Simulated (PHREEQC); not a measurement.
Make-up at 10 °C: 0.003 mol/kgw NaBr, 0.0003 mol/kgw Na2HPO4 and 0.00037 mol/kgw Na2B4O7. Closed to the air; pH follows from the charge balance.

The numbers come from PHREEQC with the ion-association model, wateq4f.dat.

This is a speciation only: nothing precipitates in the calculation.

### Question
Estimate the pH.

### Answer
pH 9.33.

### Question
In which forms is B present?

### Answer
H3BO3 50 %, H2BO3- 50 % of the B.

Species that the database lacks are ignored. H3PO4, which wateq4f.dat lacks, is added to it with the constant of phreeqc.dat. At this temperature some constants are extrapolated from 25 °C, and those without enthalpy data are left unchanged.
